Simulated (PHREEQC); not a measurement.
Dissolve 69 mmol/kgw KHCO3 and 110 mmol/kgw Na2SO4 at 20 °C. Closed to the air; pH follows from the charge balance.

All values are PHREEQC results (ion-association model, phreeqc.dat), not measurements.

| Property | Result |
|---|---|
| pH | 7.95 |
| ionic strength | 0.342 mol/kgw |
| activity of water | 0.993 |
| specific conductance | 18500 µS/cm |
| density | 1.017 g/cm³ |
| total alkalinity | 69.0 meq/kg |

```csv
species,molality,activity,log γ
Na+,0.197,0.143,-0.138
SO4-2,0.0831,0.0200,-0.618
HCO3-,0.0633,0.0453,-0.145
K+,0.0615,0.0414,-0.172
NaSO4-,0.0194,0.0139,-0.145
KSO4-,0.00746,0.00534,-0.145
NaHCO3,0.00347,0.00375,0.034
```

Precipitation was switched off in this run.
